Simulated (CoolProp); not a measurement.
R236EA at 293.15 K and 0.034 MPa flows at 13 m/s in a round tube of 100 mm bore and 1.5 µm roughness, fully developed (64/Re and Nu = 3.66 if laminar; Colebrook and Gnielinski if turbulent). Each further row changes one setting.

Model: reference Helmholtz-energy equation of state, Rui 2013, in CoolProp.

```csv
case,Reynolds number,Darcy friction factor,pressure drop (Pa/m),heat-transfer coefficient (W/(m² K)),mass flow (kg/h)
as stated,…,0.0150,…,…,789
velocity 26 m/s,519000,0.0133,96.4,…,1580
diameter 200 mm,519000,0.0132,12.0,…,3160
```

### Question
What belongs in the gaps?

### Answer

- as stated, Reynolds number: 259000
- as stated, pressure drop (Pa/m): 27.2
- as stated, heat-transfer coefficient (W/(m² K)): 51.2
- velocity 26 m/s, heat-transfer coefficient (W/(m² K)): 90.0
- diameter 200 mm, heat-transfer coefficient (W/(m² K)): 44.6

Viscosity comes from a separate model (Huber 2003), an estimate that may be off by 10 % or more. Thermal conductivity comes from a separate model (Huber 2003), an estimate that may be off by 10 % or more.
